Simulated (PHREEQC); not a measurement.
Solution (20 °C): 0.0045 mol NaHS and 0.00041 mol NaHCO3 per kg of water. Closed to the air; pH follows from the charge balance.

All values are PHREEQC results (ion-association model, wateq4f.dat), not measurements.

| Property | Value |
|---|---|
| pH | 9.09 |
| ionic strength | 0.00493 mol/kgw |
| total alkalinity | 4.91 meq/kg |

```csv
species,molality,activity,log γ
Na+,0.00491,0.00456,-0.032
HS-,0.00447,0.00414,-0.033
HCO3-,0.000383,0.000356,-0.032
H2S,3.46e-5,3.47e-5,0.000
CO3-2,2.45e-5,1.83e-5,-0.126
OH-,8.95e-6,8.30e-6,-0.033
NaCO3-,1.29e-6,1.20e-6,-0.032
NaHCO3,9.11e-7,9.12e-7,0.000
CO2,7.01e-7,7.01e-7,0.000
S-2,5.78e-7,4.31e-7,-0.127
```

No solid was allowed to form. The polysulfide entries of wateq4f.dat were taken out for this run.
